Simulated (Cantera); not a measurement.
NO annealing gas

A perfectly stirred reactor is fed with NO : N₂ = 1 : 24 (molar parts), at 97000 Pa; it is held at 2100 K, and followed from long to short residence time.

Model: GRI-Mech 3.0 (53 species, 325 reactions), integrated in Cantera.

```tsv
τ (s)	x NO	x O₂	x N₂	x O	x NO₂	x N₂O
3.9	0.0112	0.0143	0.974	0.000171	4.25e-6	2.36e-7
1.3	0.0210	0.00942	0.969	0.000141	6.56e-6	3.63e-7
0.44	0.0318	0.00404	0.964	9.76e-5	6.83e-6	6.09e-7
0.15	0.0374	0.00126	0.961	6.42e-5	5.24e-6	7.76e-7
0.050	0.0392	0.000360	0.960	4.72e-5	4.01e-6	8.31e-7
0.017	0.0398	9.77e-5	0.960	3.70e-5	3.19e-6	8.37e-7
0.0056	0.0399	1.90e-5	0.960	2.45e-5	2.12e-6	8.12e-7
0.0019	0.0400	2.40e-6	0.960	1.10e-5	9.57e-7	7.47e-7
0.00063	0.0400	2.26e-7	0.960	3.59e-6	3.03e-7	6.09e-7
```
x: mole fraction; the columns are a selection and need not sum to one.
